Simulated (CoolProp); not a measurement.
The numbers come from the reference Helmholtz-energy equation of state, Leachman 2009 in CoolProp.

### Question
For normal hydrogen, give the phase and the Joule-Thomson coefficient (K/MPa), Prandtl number at 146.3 K and 3.13 MPa; 261.7 K and 3.13 MPa.

### Answer
- 146.3 K and 3.13 MPa: supercritical; Joule-Thomson coefficient 0.312, Prandtl number 0.683
- 261.7 K and 3.13 MPa: supercritical; Joule-Thomson coefficient -0.242, Prandtl number 0.678

Viscosity comes from a separate model (Muzny 2013). Thermal conductivity comes from a separate model (Assael 2011).
